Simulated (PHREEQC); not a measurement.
1 kg of water holding 0.087 mol CaCl2, 0.098 mol NaCl and 0.24 mol KCl is evaporated at 30 °C; the solids stay in contact with the brine. The system is closed to CO2. The run lets Halite, Portlandite, Sylvite precipitate or redissolve, and no other solid.

Equilibrium calculation in PHREEQC: Pitzer model, pitzer.dat.

| water left (kg) | ionic strength | water activity | Sylvite (mol) | Halite (mol) | Ca in solution (mol/kgw) | Cl in solution (mol/kgw) | Na in solution (mol/kgw) |
|---|---|---|---|---|---|---|---|
| 1 | 0.599 | 0.985 | 0 | 0 | 0.0870 | 0.512 | 0.0980 |
| 0.8219 | 0.729 | 0.982 | 0 | 0 | 0.106 | 0.623 | 0.119 |
| 0.6755 | 0.887 | 0.978 | 0 | 0 | 0.129 | 0.758 | 0.145 |
| 0.5552 | ? | 0.973 | 0 | 0 | 0.157 | 0.922 | 0.177 |
| 0.4563 | 1.31 | 0.967 | 0 | 0 | 0.191 | 1.12 | 0.215 |
| 0.375 | 1.60 | 0.959 | 0 | 0 | 0.232 | 1.37 | 0.261 |
| 0.3082 | 1.94 | 0.950 | 0 | 0 | 0.282 | 1.66 | ? |
| 0.2533 | 2.36 | 0.938 | 0 | 0 | 0.343 | 2.02 | 0.387 |
| 0.2082 | 2.88 | 0.924 | 0 | 0 | 0.418 | 2.46 | 0.471 |
| 0.1711 | 3.50 | 0.905 | 0 | 0 | 0.508 | 2.99 | 0.573 |
| 0.1407 | 4.26 | 0.882 | 0 | 0 | 0.619 | 3.64 | 0.697 |
| 0.1156 | 5.18 | 0.853 | 0 | 0 | 0.753 | 4.43 | 0.848 |
| 0.09502 | 6.30 | 0.816 | 0 | 0 | 0.916 | 5.39 | 1.03 |
| 0.07809 | 7.66 | 0.771 | ? | 0 | 1.11 | 6.54 | 1.25 |
| 0.06418 | 8.31 | 0.750 | 0.0658 | 0 | 1.36 | 6.95 | 1.53 |
| 0.05275 | 9.14 | 0.719 | 0.117 | 0 | 1.65 | 7.49 | 1.86 |
| 0.04335 | 10.2 | 0.677 | 0.156 | 0 | 2.01 | 8.22 | 2.26 |
| 0.03564 | 11.0 | 0.653 | 0.177 | 0.0285 | 2.44 | 8.60 | 1.95 |
| 0.0293 | 12.0 | 0.626 | 0.193 | 0.0551 | 2.97 | 9.00 | ? |
| 0.02407 | 13.2 | 0.583 | 0.207 | 0.0742 | 3.61 | 9.60 | 0.989 |
| 0.01979 | 14.9 | 0.519 | 0.217 | 0.0866 | 4.40 | 10.5 | 0.577 |
| 0.01627 | 17.3 | 0.429 | 0.225 | 0.0934 | 5.35 | 11.9 | 0.284 |

Problem. What belongs in the gaps?

Solution. 
- 0.5552, ionic strength: 1.08
- 0.3082, Na in solution (mol/kgw): 0.318
- 0.07809, Sylvite (mol): 0.00101
- 0.0293, Na in solution (mol/kgw): 1.47
